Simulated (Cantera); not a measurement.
Charge: 1 mol SiH2Cl2, 0.055 mol Cl2, 41 mol H2, equilibrated at 925 K and 3400 Pa.

Cantera equilibrium calculation (NASA polynomials, part measured and part estimated; ideal gas, pure solids and liquids). Candidate condensed phases: Si; 19 gas species. The tables' values for SiCl3 are old estimates; treat these amounts as uncertain. Kinetics and transport are ignored.

Base state: H2 0.981, SiCl4 0.00758, HCl 0.00735, SiHCl3 0.00367, SiH2Cl2 0.000175, SiCl3 0.000123, SiCl2 7.95e-5 (mole fractions); condensed: Si(s).

Problem. What changes in the equilibrium state with this change: temperature from 925 K to 1698 K?

Solution. 
```
species      before     after
----------  -------  --------
H2            0.981     0.956
HCl         0.00735    0.0380
SiCl2       7.95e-5   0.00543
SiCl4       0.00758   3.64e-7
H           1.40e-9  0.000767
Cl            <1e-9   2.37e-5
Si(s), mol    0.505         0
Si(l), mol        0     0.762
```
The tables' values for SiCl3, SiCl are old estimates; treat these amounts as uncertain. Gases not in the tables: Si2H6 and higher silanes.
